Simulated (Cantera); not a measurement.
An isothermal plug-flow reactor at 625 K and 1.58 atm (inlet), inlet velocity 1.2 m/s, active area per volume 540 1/m; feed CO : O₂ : N₂ : H₂O = 0.002 : 0.013 : 0.79 : 0.0091 (molar parts), equivalence ratio 0.077.

Cantera simulation using Deutschmann's 1995 Pt surface mechanism with GRI-Mech 3.0 gas chemistry; the numbers are that mechanism's predictions, not measurements. Catalytic surfaces can have several steady states; this one follows from the mechanism file's or the stated starting coverage. Mass transfer to the wall is taken as infinitely fast.

x: gas mole fraction; θ: surface coverage.

| z (m) | x CO | x O₂ | x H₂O | x CO₂ | θ free Pt | θ O* | θ OH* | θ CO* |
|---|---|---|---|---|---|---|---|---|
| 4.4e-05 | 0.00245 | 0.0160 | 0.0112 | (withheld) | 0.0250 | 0.0126 | 0.000819 | 0.962 |
| 7.3e-05 | 0.00245 | 0.0160 | 0.0112 | (withheld) | 0.0250 | 0.0126 | 0.000820 | 0.962 |
| 0.00012 | 0.00245 | 0.0160 | 0.0112 | (withheld) | 0.0250 | 0.0126 | 0.000822 | 0.962 |
| 0.0002 | 0.00244 | 0.0160 | 0.0112 | (withheld) | 0.0251 | 0.0127 | 0.000824 | 0.961 |
| 0.00034 | 0.00243 | 0.0160 | 0.0112 | (withheld) | 0.0252 | 0.0128 | 0.000829 | 0.961 |
| 0.00057 | 0.00241 | 0.0159 | 0.0112 | (withheld) | 0.0253 | 0.0129 | 0.000836 | 0.961 |
| 0.00095 | 0.00238 | 0.0159 | 0.0112 | (withheld) | 0.0256 | 0.0132 | 0.000849 | 0.960 |
| 0.0016 | 0.00232 | 0.0159 | 0.0112 | (withheld) | 0.0261 | 0.0137 | 0.000873 | 0.959 |
| 0.0026 | 0.00223 | 0.0159 | 0.0112 | (withheld) | 0.0269 | 0.0146 | 0.000916 | 0.958 |
| 0.0044 | 0.00206 | 0.0158 | 0.0112 | (withheld) | 0.0289 | 0.0168 | 0.00102 | 0.953 |

**Question.** Complete the blanks.

**Answer.** 
- 4.4e-05, x CO₂: 3.53e-6
- 7.3e-05, x CO₂: 5.86e-6
- 0.00012, x CO₂: 9.65e-6
- 0.0002, x CO₂: 1.61e-5
- 0.00034, x CO₂: 2.75e-5
- 0.00057, x CO₂: 4.64e-5
- 0.00095, x CO₂: 7.80e-5
- 0.0016, x CO₂: 0.000134
- 0.0026, x CO₂: 0.000224
- 0.0044, x CO₂: 0.000402
